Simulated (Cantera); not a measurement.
A closed system holds: 1 mol B, 2.8 mol NH3, 1.6 mol H2, held at 1000 Pa.

Equilibrium computed with Cantera from the NASA thermochemical tables; the gas is ideal and each condensed phase is pure. Candidate condensed phases: B, BN; 15 gas species. Rates play no part. All values below are at 1623 K.

Base state: H2 0.865, N2 0.134, H 0.000643 (mole fractions); condensed: BN(s).

**Question.** What changes in the equilibrium state with this change: B replaced by B2O3?

**Answer.** 
```
species       before     after
------------  ------  --------
H2             0.865     0.750
N2             0.134     0.186
B2O3               0    0.0220
HBO2               0    0.0205
HBO                0    0.0176
B2O2               0   0.00226
H2O                0  0.000965
BN(s), mol     1.000         0
B2O3(l), mol       0     0.673
```
Further candidate phases: B2O3, B3O3H3, H2O.

**Question.** What changes in the equilibrium state with this change: NH3 from 2.8 to 0.14 mol?

**Answer.** 
```
species       before     after
----------  --------  --------
H2             0.865     0.999
H           0.000643  0.000691
BH2          2.54e-7   3.20e-5
N2             0.134   1.13e-5
BN(s), mol     1.000     0.140
B(s), mol          0     0.860
```
Mutual solubility and eutectic melting of coexisting phases are not modelled. The tables' values for BH2 are old estimates; treat these amounts as uncertain.
